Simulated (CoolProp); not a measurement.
A single-stage vapour-compression cycle with the fluid: evaporating at 221.15 K (dew point), condensing at 269.15 K (bubble point), superheat 0 K, subcooling 8 K, compressor efficiency 0.7, no pressure losses. The same conditions are run with several fluids, on thermodynamics alone (safety and materials aside).

Computed with CoolProp (reference Helmholtz-energy equation of state of each fluid (R152A: Outcalt 1996; carbonyl sulfide: Lemmon 2006; ethylene: Smukala 2000; sulfur dioxide: Gao 2016; R143a: Lemmon and Jacobsen 2000; R404A: Lemmon 2003)). Blends and air are pseudo-pure fits.

```tsv
fluid	cooling COP	pressure ratio	discharge temperature (K)	refrigerating effect (kJ/kg)	volumetric capacity (kJ/m³)
R152A	2.84	9.34	329.5	(withheld)	258
carbonyl sulfide	2.78	6.20	363.3	262	817
ethylene	2.28	3.76	320.5	267	(withheld)
sulfur dioxide	2.66	13.0	(withheld)	371	131
R143a	2.77	(withheld)	302.2	175	671
R404A	2.70	7.34	(withheld)	(withheld)	616
```

**Question.** Fill in the missing entries.

**Answer.** 
- R152A, refrigerating effect (kJ/kg): 289
- ethylene, volumetric capacity (kJ/m³): 4850
- sulfur dioxide, discharge temperature (K): 439.5
- R143a, pressure ratio: 6.79
- R404A, discharge temperature (K): 299.5
- R404A, refrigerating effect (kJ/kg): 153
